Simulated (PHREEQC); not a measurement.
# Acid mine or pickling water: an equilibrium model

Model water analysis in mmol/kgw, 20 °C, pH 2.37, pe 9.5:

```tsv
constituent	mmol/kgw
Na	3.39
K	0.346
Ca	2.82
Mg	0.329
Cl	3.12
S(6)	7.96
Mn(2)	0.155
Cu(2)	0.0283
Zn	0.00147
B	0.00929
```

Valence states are taken as typed.

The numbers come from PHREEQC with the ion-association model, phreeqc.dat.

Each row changes one thing in this solution. This is a speciation only: nothing precipitates in the calculation.

```csv
case,ionic strength (mol/kgw),SO4-2 (mol/kgw),Ca+2 (mol/kgw),HSO4- (mol/kgw),CaSO4 (mol/kgw),Mg+2 (mol/kgw),SI of Gypsum (CaSO4:2H2O),SI of Halite (NaCl)
as made,0.0229,0.00569,0.00213,0.00139,0.000670,0.000238,-0.82,-6.67
temperature from 20 to 10 °C at the same typed pH,___,0.00592,___,0.00119,___,0.000252,-0.79,-6.67
all concentrations times 4 at the same typed pH,0.0780,0.0217,___,0.00413,0.00430,0.000742,-0.01,-5.56
B from 0.00929 to 0.0186 mmol/kgw,0.0229,0.00569,0.00213,0.00139,0.000670,0.000238,-0.82,-6.67
```

Problem. Fill in the missing entries.

Solution. 
- temperature from 20 to 10 °C at the same typed pH, ionic strength (mol/kgw): 0.0234
- temperature from 20 to 10 °C at the same typed pH, Ca+2 (mol/kgw): 0.00215
- temperature from 20 to 10 °C at the same typed pH, CaSO4 (mol/kgw): 0.000655
- all concentrations times 4 at the same typed pH, Ca+2 (mol/kgw): 0.00686

Complexes and solids missing from the database can't appear. Constants without temperature data keep their 25 °C values here.
